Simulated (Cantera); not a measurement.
Titanium nitride, carbide and oxide coatings: TiCl₄ + C₃H₈

Charge: 1 mol TiCl₄, 1.8 mol C₃H₈, at 1348 K and 0.0870 bar.

Equilibrium computed with Cantera from the NASA thermochemical tables; the gas is ideal and each condensed phase is pure. Candidate condensed phases: C, C₆H₆, C₇H₈, C₈H₁₈, Ti, TiC, TiCl₂, TiCl₃, TiCl₄; 96 gas species. The tables' values for TiCl₂ are old estimates; treat these amounts as uncertain. TiC: taken at fixed stoichiometry. Rates play no part.

- x(H₂): 0.634
- x(HCl): 0.334
- x(TiCl₄): 0.0171
- x(TiCl₃): 0.0143
- x(CH₄): 0.000204
- x(TiCl₂): 1.15e-5
- x(H): 6.25e-6
- x(Cl): 2.74e-6
- n(C(graphite)): 4.68 mol
- n(TiC(s)): 0.718 mol
- gas amount: 8.981 mol
- log10 activity of TiCl₄(l) (absent): -4.87
- log10 activity of Ti(β) (absent): -6.52
